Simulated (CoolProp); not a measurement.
Vapour-liquid equilibrium of p-xylene (1) + n-nonane (2) at 0.189 MPa; x and y are mole fractions of (1).

The numbers come from the multi-fluid Helmholtz-energy mixture model, Zhou 2012 and Lemmon 2006; pair parameters Bell 2016 in CoolProp.

```csv
x,bubble temperature (°C),y at the bubble point,dew temperature at overall composition x (°C),liquid density (mol/L)
0.05,175.1,0.066,175.4,4.644
0.2,172.8,0.249,173.5,4.911
0.35,170.8,0.413,171.6,5.201
0.5,168.9,0.564,169.7,5.520
0.65,167.2,0.706,167.9,5.872
0.8,165.5,0.838,166.0,6.262
0.95,163.8,0.961,164.0,6.697
```

No azeotrope shows between x = 0.05 and 0.95.

Pair parameters are fitted to limited data, so mixtures are less certain than the pure fluids.
